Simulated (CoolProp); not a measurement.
Vapour-liquid equilibrium of n-butane (1) + cis-2-butene (2) at 18.6 bar; x and y are mole fractions of (1).

Model: multi-fluid Helmholtz-energy mixture model, Bücker 2006 and Lemmon 2005; pair parameters Bell 2016, in CoolProp.

### Question
Give the bubble temperature and the first vapour's composition at x = 0.2, 0.425, 0.725. Is there an azeotrope?

### Answer
x = 0.2: 112.8 °C, y = 0.210; x = 0.425: 111.7 °C, y = 0.436; x = 0.725: 110.9 °C, y = 0.730. No azeotrope shows between x = 0.05 and 0.95.

Pair parameters are fitted to limited data, so mixtures are less certain than the pure fluids.
